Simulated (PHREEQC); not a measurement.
Dissolve 6.3 mmol/kgw LiOH, 1.8 mmol/kgw H3BO3 and 0.62 mmol/kgw K2CO3 at 28 °C. Closed to the air; pH follows from the charge balance.

Equilibrium calculation in PHREEQC: ion-association model, wateq4f.dat.

Each row changes one thing in this solution. No solid was allowed to form.

```json
[
 {"case": "as made", "pH": "11.52", "ionic strength (mol/kgw)": "0.00813", "H3BO3 (mol/kgw)": "8.10e-6"},
 {"case": "K2CO3 left out", "pH": "11.52", "ionic strength (mol/kgw)": "0.00630", "H3BO3 (mol/kgw)": "8.16e-6"},
 {"case": "diluted 10-fold with water", "pH": "(withheld)", "ionic strength (mol/kgw)": "0.000795", "H3BO3 (mol/kgw)": "7.43e-6"},
 {"case": "H3BO3 from 0.0018 to 0.00198 mol/kgw", "pH": "(withheld)", "ionic strength (mol/kgw)": "0.00813", "H3BO3 (mol/kgw)": "9.27e-6"},
 {"case": "K2CO3 from 0.00062 to 0.0062 mol/kgw", "pH": "11.51", "ionic strength (mol/kgw)": "0.0247", "H3BO3 (mol/kgw)": "7.68e-6"},
 {"case": "H3BO3 from 0.0018 to 0.00018 mol/kgw", "pH": "11.65", "ionic strength (mol/kgw)": "0.00814", "H3BO3 (mol/kgw)": "5.99e-7"},
 {"case": "LiOH from 0.0063 to 0.00693 mol/kgw", "pH": "11.57", "ionic strength (mol/kgw)": "0.00877", "H3BO3 (mol/kgw)": "7.12e-6"}
]
```

Task: Complete the blanks.

Result: 
- diluted 10-fold with water, pH: 10.57
- H3BO3 from 0.0018 to 0.00198 mol/kgw, pH: 11.50
